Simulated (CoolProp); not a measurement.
Vapour-liquid equilibrium of R113 (1) + n-heptane (2) at 0.00281 MPa; x and y are mole fractions of (1).

The numbers come from the multi-fluid Helmholtz-energy mixture model, Marx 1992 and Span 2003; pair parameters Bell 2016 in CoolProp.

```tsv
x	bubble temperature (K)	y at the bubble point	dew temperature at overall composition x (K)	liquid density (mol/L)
0.05	275.2	0.414	282.7	7.041
0.2	261.4	0.795	280.0	7.377
0.35	254.7	0.893	276.8	7.671
0.5	250.7	0.935	272.9	7.959
0.65	247.9	0.959	268.0	8.255
0.8	245.8	0.977	261.1	8.568
0.95	243.8	0.994	249.0	8.905
```

No azeotrope shows between x = 0.05 and 0.95.

Pair parameters are fitted to limited data, so mixtures are less certain than the pure fluids.
